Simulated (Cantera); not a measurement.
# Adiabatic ignition

An adiabatic, constant-volume homogeneous reactor starts with 22.7 % CH3OH, 16.2 % O2, 61.1 % N2, at 1275 K and 1000000 Pa.

Cantera simulation using GRI-Mech 3.0 (53 species, 325 reactions); the numbers are that mechanism's predictions, not measurements. GRI-Mech 3.0 was tuned for natural gas; its chemistry of methanol as a main component is partial and can be far from experiment.

```tsv
t (s)	T (K)	P (bar)	x CH3OH	x O2	x NO2	x C2H4	x CH2CO	x CH4	x CO2
2.00e-6	1275	10.0	0.227	0.162	<1e-12	<1e-12	<1e-12	1.33e-7	6.14e-8
4.64e-6	1275	10.0	0.227	0.162	<1e-12	3.02e-12	<1e-12	4.56e-7	1.43e-7
1.07e-5	1275	10.0	0.227	0.162	<1e-12	9.25e-12	<1e-12	1.26e-6	3.31e-7
2.49e-5	1275	10.0	0.227	0.162	<1e-12	2.33e-11	<1e-12	3.10e-6	7.69e-7
5.78e-5	1275	10.0	0.227	0.162	<1e-12	5.37e-11	3.53e-12	7.17e-6	1.79e-6
0.000134	1275	10.0	0.227	0.162	<1e-12	1.16e-10	2.25e-11	1.58e-5	4.19e-6
0.000310	1285	10.1	0.221	0.159	<1e-12	2.83e-10	5.68e-10	3.22e-5	1.60e-5
0.000719	2734	27.8	2.08e-11	2.67e-5	1.03e-8	<1e-12	7.21e-12	1.61e-9	0.0336
0.00167	2734	27.8	2.08e-11	2.66e-5	1.23e-8	<1e-12	7.23e-12	1.62e-9	0.0336
0.00387	2734	27.8	2.08e-11	2.66e-5	1.23e-8	<1e-12	7.23e-12	1.62e-9	0.0336
0.00896	2734	27.8	2.08e-11	2.66e-5	1.23e-8	<1e-12	7.23e-12	1.62e-9	0.0336
0.0208	2734	27.8	2.08e-11	2.66e-5	1.23e-8	<1e-12	7.23e-12	1.62e-9	0.0336
0.0482	2734	27.8	2.08e-11	2.66e-5	1.23e-8	<1e-12	7.23e-12	1.62e-9	0.0336
0.112	2734	27.8	2.08e-11	2.66e-5	1.23e-8	<1e-12	7.23e-12	1.62e-9	0.0336
0.259	2734	27.8	2.08e-11	2.66e-5	1.23e-8	<1e-12	7.23e-12	1.62e-9	0.0336
0.600	2734	27.8	2.08e-11	2.66e-5	1.23e-8	<1e-12	7.23e-12	1.62e-9	0.0336
```
x: mole fraction; the columns are a selection and need not sum to one.

The time of steepest temperature rise is 0.373 ms and the temperature at 0.600 s is 2734 K. The equilibrium temperature is 2734 K. The x(CH3OH) at 0.600 s is 2.08e-11 (gas-phase equilibrium 2.15e-11). The x(O2) at 0.600 s is 2.66e-5 (gas-phase equilibrium 2.66e-5) and the x(NO2) at 0.600 s is 1.23e-8 (gas-phase equilibrium 1.23e-8).
